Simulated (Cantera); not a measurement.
# B + NH₃ (boron, boron nitride and boron oxide)

A closed system holds: 1 mol B, a varied amount of NH₃, held at 1850 K and 0.000720 bar.

Cantera equilibrium calculation (NASA polynomials, part measured and part estimated; ideal gas, pure solids and liquids). Candidate condensed phases: B, BN; 15 gas species. Mutual solubility and eutectic melting of coexisting phases are not modelled. The tables' values for BH₂ are old estimates; treat these amounts as uncertain. Rates play no part.

From 0.75 mol NH₃ to 1 mol NH₃ the condensed part is B(s) + BN(s). From 1.4 mol NH₃ to 27 mol NH₃ the condensed part is BN(s).

| n(NH₃) (mol) | x H₂ | x N₂ | x H | x BH₂ | x B | x BH | x BH₃ | n B(s) | n BN(s) |
|---|---|---|---|---|---|---|---|---|---|
| 0.75 | 0.966 | 0.0145 | 0.0197 | 0.000178 | 1.24e-5 | 1.36e-6 | 5.98e-7 | 0.283 | 0.717 |
| 1 | 0.966 | 0.0145 | 0.0197 | 0.000178 | 1.24e-5 | 1.36e-6 | 5.98e-7 | 0.0443 | 0.955 |
| 1.4 | 0.895 | 0.0862 | 0.0190 | 6.76e-5 | 5.09e-6 | 5.37e-7 | 2.19e-7 | 0 | 1.000 |
| 2 | 0.840 | 0.142 | 0.0184 | 4.95e-5 | 3.97e-6 | 4.06e-7 | 1.55e-7 | 0 | 1.000 |
| 2.7 | 0.810 | 0.172 | 0.0181 | 4.33e-5 | 3.61e-6 | 3.62e-7 | 1.33e-7 | 0 | 1.000 |
| 3.8 | 0.787 | 0.195 | 0.0178 | 3.94e-5 | 3.38e-6 | 3.35e-7 | 1.20e-7 | 0 | 1.000 |
| 5.2 | 0.772 | 0.210 | 0.0176 | 3.73e-5 | 3.26e-6 | 3.19e-7 | 1.12e-7 | 0 | 1.000 |
| 7.3 | 0.761 | 0.221 | 0.0175 | 3.58e-5 | 3.18e-6 | 3.09e-7 | 1.07e-7 | 0 | 0.999 |
| 10 | 0.754 | 0.229 | 0.0174 | 3.49e-5 | 3.13e-6 | 3.03e-7 | 1.04e-7 | 0 | 0.999 |
| 14 | 0.748 | 0.234 | 0.0174 | 3.43e-5 | 3.09e-6 | 2.98e-7 | 1.02e-7 | 0 | 0.999 |
| 19 | 0.745 | 0.238 | 0.0173 | 3.38e-5 | 3.06e-6 | 2.95e-7 | 1.00e-7 | 0 | 0.999 |
| 27 | 0.742 | 0.241 | 0.0173 | 3.35e-5 | 3.05e-6 | 2.93e-7 | 9.88e-8 | 0 | 0.998 |
x: gas mole fraction; n: condensed amount in mol.
